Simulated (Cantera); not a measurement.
A freely propagating, adiabatic, planar premixed flame of 7.49 % CH4, 2.17 % C2H6, 18.8 % O2, 71.5 % N2, equivalence ratio 1.2, unburnt at 575 K and 750 Torr; mixture-averaged transport, grid criteria slope 0.08 and curve 0.16, no radiation.

Computed with Cantera and GRI-Mech 3.0 (53 species, 325 reactions). Burning velocities carry a grid error of a few per cent, more on coarse grids.

x: mole fraction of selected species; z is measured from the peak of heat release.

```
z (mm)   T (K)  u (m/s)     x CH4    x C2H6     x O2  x C2H2    x HCO       x O
-------  -----  -------  --------  --------  -------  ------  -------  --------
-0.986     575     1.14    0.0748    0.0217    0.188       ?    <1e-8     <1e-8
-0.658     577     1.15    0.0744    0.0216    0.187       ?    <1e-8     <1e-8
-0.493     586     1.17    0.0737    0.0215    0.186       ?    <1e-8     <1e-8
-0.329     656     1.32    0.0699    0.0208    0.179       ?    <1e-8   3.86e-8
-0.164    1076     2.23    0.0506    0.0145    0.142       ?  1.30e-6   7.44e-6
-0.0822   1490     3.14    0.0294   0.00563   0.0985       ?  2.54e-5  0.000102
0         1861     3.97   0.00838  0.000335   0.0507       ?  7.21e-5  0.000634
0.0822    2030     4.34  0.000932   1.98e-6   0.0223       ?  3.23e-5   0.00164
0.164     2076     4.42   5.74e-5     <1e-8   0.0114       ?  3.79e-6   0.00230
0.329     2108     4.47   2.02e-7     <1e-8  0.00640       ?  1.45e-7   0.00233
0.658     2144     4.53     <1e-8     <1e-8  0.00482   <1e-8  1.04e-7   0.00192
1.32      2191     4.62     <1e-8     <1e-8  0.00356   <1e-8  7.86e-8   0.00136
2.63      2240     4.70     <1e-8     <1e-8  0.00228   <1e-8  5.44e-8  0.000823
```

**Question.** What belongs in the gaps?

**Answer.** 
- -0.986, x C2H2: 1.30e-8
- -0.658, x C2H2: 2.38e-7
- -0.493, x C2H2: 1.76e-6
- -0.329, x C2H2: 2.11e-5
- -0.164, x C2H2: 0.000260
- -0.0822, x C2H2: 0.000697
- 0, x C2H2: 0.00107
- 0.0822, x C2H2: 0.000329
- 0.164, x C2H2: 2.98e-5
- 0.329, x C2H2: 1.43e-7
